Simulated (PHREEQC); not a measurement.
0.049 g of hydrous ferric oxide (600 m²/g; 0.2 weak and 0.005 strong sites per Fe, Dzombak-Morel constants, diffuse double layer) in 1 kg of water with 0.3 mol/kgw of an inert sodium salt and 3.8e-06 mol/kgw CuCl2 and 7.3e-07 mol/kgw MnCl2, at 25 °C; the pH is set by adding NaOH or the inert anion's acid. The system is closed to oxygen. No CO2 enters from the air. Precipitation was switched off in this run.

The series has 13 steps of pH, from 3 to 11.

The numbers come from PHREEQC with the ion-association model, wateq4f.dat.

Task: Near which pH is half of the Cu sorbed, and on which side is more sorbed?

Result: Near pH 5.4, with more sorbed at higher pH.

Task: Near which pH is half of the Mn sorbed, and on which side is more sorbed?

Result: Near pH 7.6, with more sorbed at higher pH.

The database's constant for dissolved Cu(OH)2 is higher than later reviews accept. The oxide is taken as insoluble; below pH 4 it would dissolve.
